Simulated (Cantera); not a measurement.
# Thermodynamics of iron carbonyl, mercury and lead vapours, feed Fe(CO)5 + H2

A closed system holds: 1 mol Fe(CO)5, 0.71 mol H2, at 0.000190 bar.

Method: chemical equilibrium by Gibbs-energy minimisation in Cantera with the NASA 1993 tables (ideal gas, pure condensed phases). Candidate condensed phases: C, C6H6, C7H8, C8H18, Fe, Fe(CO)5, FeO, Fe(OH)2, Fe(OH)3, Fe2O3, Fe3O4, H2O; 114 gas species. Condensed phases not in the tables: cementite and carbon dissolved in iron. The numbers say what is thermodynamically allowed, not how fast it happens.

From 700 K to 1000 K the condensed part is C(graphite) + Fe(α). At 1100 K the condensed part is Fe(α). From 1200 K to 1300 K the condensed part is Fe(γ).

```csv
T (K),log p CO,log p CO2,log p H2,log p H2O,log p CH4,log p H,log p Fe,log p C2H2 (acetylene),n C(graphite),n Fe(α),n Fe(γ)
700,-3.96,-4.31,-4.54,-5.87,-8.16,<-15,<-15,<-15,1.20,1.00,0
800,-3.79,-5.58,-4.62,-7.04,-9.12,-13.85,<-15,<-15,0.0808,1.00,0
900,-3.78,-6.81,-4.63,-8.02,-9.76,-12.25,<-15,-14.88,0.00491,1.00,0
1000,-3.78,-7.80,-4.63,-8.81,-10.27,-10.96,-13.83,-13.57,0.000517,1.00,0
1100,-3.78,-8.61,-4.63,-9.45,-10.70,-9.90,-11.90,-12.50,0,1.00,0
1200,-3.78,-9.28,-4.63,-9.99,-11.05,-9.02,-10.30,-11.62,0,0,1.000
1300,-3.78,-9.84,-4.63,-10.45,-11.36,-8.27,-8.96,-10.87,0,0,1.000
```
log p: log10 of the partial pressure in bar; n: condensed amount in mol.
